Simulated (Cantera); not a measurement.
Charge: 1 mol Zr, 0.025 mol O2, 480 mol H2, at 977 °C and 1.95 Torr.

These are equilibrium values from Cantera (NASA tables, ideal gas, pure condensed phases), not measurements of a reactor. Candidate condensed phases: H2O, Zr, ZrO2; 12 gas species. Mutual solubility and eutectic melting of coexisting phases are not modelled. Condensed phases not in the tables: N, O or C dissolved in the metal. Rates play no part.

Base state: H2 1.000 (mole fractions); condensed: Zr(β) + ZrO2(monoclinic).

Task: What changes in the equilibrium state with this change: temperature from 977 °C to 2077 °C?

Result: 
```csv
species,before,after
H2,1.000,0.783
H,9.48e-6,0.216
Zr,<1e-9,0.000182
ZrO,<1e-9,9.26e-5
"Zr(β), mol",0.975,0
"ZrO2(monoclinic), mol",0.0250,0
"Zr(l), mol",0,0.852
```
